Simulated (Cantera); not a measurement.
Cantera run, input and output.

```python
import numpy as np
import cantera as ct

gas = ct.Solution("h2o2.yaml")
gas.TPX = 1125, 101325, {'H2': 1, 'O2': 0.943, 'N2': 3.55}
reactor = ct.IdealGasConstPressureReactor(gas, energy="on", clone=False)
net = ct.ReactorNet([reactor])
net.rtol, net.atol = 1e-08, 1e-16
show = ['H2', 'O2', 'O', 'H2O', 'H2O2', 'H']
times = np.geomspace(7e-06, 9, 12)

steps = ct.SolutionArray(gas, extra=["t"])
rows = []
print(f"{'t/s':>10s}{'T/K':>9s}{'P/Pa':>11s}" + "".join(f"{s:>11s}" for s in show))
for t in times:
    while net.time < t:
        t_next = net.step()
        steps.append(gas.state, t=t_next)
    rows.append([np.interp(t, steps.t, y) for y in (steps.T, steps.P, *steps(*show).X.T)])
    print(f"{t:10.3e}{rows[-1][0]:9.1f}{rows[-1][1]:11.4g}" + "".join(f"{x:11.3e}" for x in rows[-1][2:]))
rate = np.gradient(steps.T, steps.t)
print("integrator steps:", len(steps.t))
if steps.T.max() > steps.T[0] + 200:
    print(f"time of steepest temperature rise: {steps.t[rate.argmax()]:.4e} s")
gas.TPX = 1125, 101325, {'H2': 1, 'O2': 0.943, 'N2': 3.55}
gas.equilibrate("HP")
print(f"equilibrium (HP): T = {gas.T:.1f} K  " + "  ".join(f"{s} {gas[s].X[0]:.3e}" for s in show))
```

Result:

```
       t/s      T/K       P/Pa         H2         O2          O        H2O       H2O2          H
 7.000e-06   1125.0  1.013e+05  1.820e-01  1.717e-01  1.160e-09  5.142e-09  8.198e-12  5.894e-09
 2.515e-05   1125.0  1.013e+05  1.820e-01  1.717e-01  9.069e-08  6.817e-07  4.874e-10  4.305e-07
 9.033e-05   1838.1  1.013e+05  1.718e-02  8.502e-02  2.151e-02  1.520e-01  9.704e-07  2.706e-02
 3.245e-04   2324.8  1.013e+05  2.962e-03  8.524e-02  3.181e-03  1.893e-01  2.432e-07  1.137e-03
 1.166e-03   2354.2  1.013e+05  1.843e-03  8.589e-02  1.979e-03  1.923e-01  2.868e-07  5.472e-04
 4.188e-03   2354.2  1.013e+05  1.842e-03  8.589e-02  1.979e-03  1.923e-01  2.868e-07  5.470e-04
 1.504e-02   2354.2  1.013e+05  1.842e-03  8.589e-02  1.979e-03  1.923e-01  2.868e-07  5.470e-04
 5.404e-02   2354.2  1.013e+05  1.842e-03  8.589e-02  1.979e-03  1.923e-01  2.868e-07  5.470e-04
 1.941e-01   2354.2  1.013e+05  1.842e-03  8.589e-02  1.979e-03  1.923e-01  2.868e-07  5.470e-04
 6.974e-01   2354.2  1.013e+05  1.842e-03  8.589e-02  1.979e-03  1.923e-01  2.868e-07  5.470e-04
 2.505e+00   2354.2  1.013e+05  1.842e-03  8.589e-02  1.979e-03  1.923e-01  2.868e-07  5.470e-04
 9.000e+00   2354.2  1.013e+05  1.842e-03  8.589e-02  1.979e-03  1.923e-01  2.868e-07  5.470e-04
integrator steps: 1272
time of steepest temperature rise: 7.5041e-05 s
equilibrium (HP): T = 2354.2 K  H2 1.842e-03  O2 8.589e-02  O 1.979e-03  H2O 1.923e-01  H2O2 2.868e-07  H 5.470e-04
```

Computed with Cantera and the H2/O2 subset of GRI-Mech 3.0, which has no nitrogen chemistry.
